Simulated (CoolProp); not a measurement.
Model: reference Helmholtz-energy equation of state, Thol 2018, in CoolProp.

### Question
For hydrogen chloride, give the phase and the Joule-Thomson coefficient (K/MPa), expansivity (1/kK) at 90.45 °C and 9.07 MPa.

### Answer
- 90.45 °C and 9.07 MPa: supercritical; Joule-Thomson coefficient 7.59, expansivity 9.03
